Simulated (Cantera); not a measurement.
Charge: 1 mol Fe2O3, 4.3 mol C, 8.1 mol N2, 0.64 mol CO, at 1150 K and 0.133 bar.

Method: chemical equilibrium by Gibbs-energy minimisation in Cantera with the NASA 1993 tables (ideal gas, pure condensed phases). Candidate condensed phases: C, Fe, Fe(CO)5, FeO, Fe2O3, Fe3O4; 27 gas species. Condensed phases not in the tables: cementite and carbon dissolved in iron. Kinetics and transport are ignored.

Base state: N2 0.690, CO 0.309, CO2 0.000503 (mole fractions); condensed: C(graphite) + Fe(α).

Task: What changes in the equilibrium state with this change: temperature from 1150 K to 2548.15 K?

Result: 
```tsv
species	before	after
N2	0.690	0.589
CO	0.309	0.265
Fe	<1e-9	0.146
CN	<1e-9	0.000321
C2N2	<1e-9	6.07e-5
C(graphite), mol	1.31	1.29
Fe(α), mol	2.00	0
```
